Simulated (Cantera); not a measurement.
# Ammonia decomposition in nitride growth gas

A perfectly stirred reactor is fed with 22.7 % NH₃, 77.3 % H₂, at 24.0 Torr; it is held at 1800 K, and followed from long to short residence time.

Detailed kinetics in Cantera: the gas-phase N/H chemistry of the illustrative SiF4/NH3 mechanism in the Surface Chemkin manual (1991). Walls and surfaces, which speed up NH3 decomposition in real reactors, are not modelled.

| τ (s) | x NH₃ | x H₂ | x NH₂ | x N | x H | x N₂H₄ | x NH |
|---|---|---|---|---|---|---|---|
| 3.7 | 0.157 | 0.814 | 0.000156 | 2.07e-7 | 0.000303 | 2.20e-9 | 2.73e-6 |
| 1.5 | 0.192 | 0.794 | 0.000178 | 2.05e-7 | 0.000276 | 2.88e-9 | 2.90e-6 |
| 0.60 | 0.212 | 0.782 | 0.000189 | 1.99e-7 | 0.000261 | 3.23e-9 | 2.94e-6 |
| 0.24 | 0.221 | 0.776 | 0.000189 | 1.84e-7 | 0.000249 | 3.25e-9 | 2.84e-6 |
| 0.098 | 0.225 | 0.774 | 0.000179 | 1.51e-7 | 0.000231 | 2.91e-9 | 2.50e-6 |
| 0.039 | 0.227 | 0.773 | 0.000149 | 8.54e-8 | 0.000189 | 2.00e-9 | 1.71e-6 |
| 0.016 | 0.227 | 0.773 | 9.01e-5 | 1.93e-8 | 0.000115 | 7.37e-10 | 6.32e-7 |
| 0.0064 | 0.227 | 0.773 | 3.88e-5 | 1.56e-9 | 4.93e-5 | 1.37e-10 | 1.18e-7 |
| 0.0026 | 0.227 | 0.773 | 1.59e-5 | 1.07e-10 | 2.01e-5 | 2.28e-11 | 1.97e-8 |
| 0.0010 | 0.227 | 0.773 | 6.11e-6 | 6.02e-12 | 7.75e-6 | 3.36e-12 | 2.90e-9 |
| 0.00042 | 0.227 | 0.773 | 2.57e-6 | <1e-12 | 3.26e-6 | <1e-12 | 5.04e-10 |
x: mole fraction; the columns are a selection and need not sum to one.
